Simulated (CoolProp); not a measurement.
Vapour-liquid equilibrium of R22 (1) + R123 (2) at 324.5 K; x and y are mole fractions of (1).

The numbers come from the multi-fluid Helmholtz-energy mixture model, Kamei 1995 and Younglove 1994; pair parameters Bell 2016 in CoolProp.

### Question
Give the bubble pressure and the first vapour's composition at x = 0.05, 0.2, 0.275. Is there an azeotrope?

### Answer
x = 0.05: 0.2925 MPa, y = 0.263; x = 0.2: 0.5255 MPa, y = 0.630; x = 0.275: 0.6496 MPa, y = 0.719. No azeotrope shows between x = 0.05 and 0.95.

The pair parameters rest on a limited set of measurements; away from them the model extrapolates.
